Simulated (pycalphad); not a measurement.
Freezing of Si-Mg alloys with rising Mg

Source of the numbers: pycalphad with the COST 507 light-alloy database (1999); pressure 1 atm. No gas phase is included, though pure Mg would boil below 1608 K. These are 1990s assessments: newer ones move some temperatures and phases. Phase fractions are per mole of atoms.

Scheil-Gulliver runs (no diffusion in the solid, steps of 4 K) beside full equilibrium.

| alloy | liquidus (K) | Scheil, half solid (K) | Scheil, 80 % solid (K) | Scheil, invariant end (K) | liquid left at that end | equilibrium solidus (K) |
|---|---|---|---|---|---|---|
| Si-10.24Mg (at.%) | 1608 | 1525 | at the invariant end | 1217 | 0.22 | 1217 |
| Si-15.36Mg (at.%) | ___ | ___ | at the invariant end | 1217 | ___ | 1217 |
| Si-30.72Mg (at.%) | 1445 | at the invariant end | at the invariant end | 1217 | 0.67 | 1217 |
| Si-40.96Mg (at.%) | 1316 | at the invariant end | at the invariant end | 1217 | 0.89 | 1217 |

Some entries are withheld; supply them.


- Si-15.36Mg (at.%), liquidus (K): 1564
- Si-15.36Mg (at.%), Scheil, half solid (K): 1445
- Si-15.36Mg (at.%), liquid left at that end: 0.34
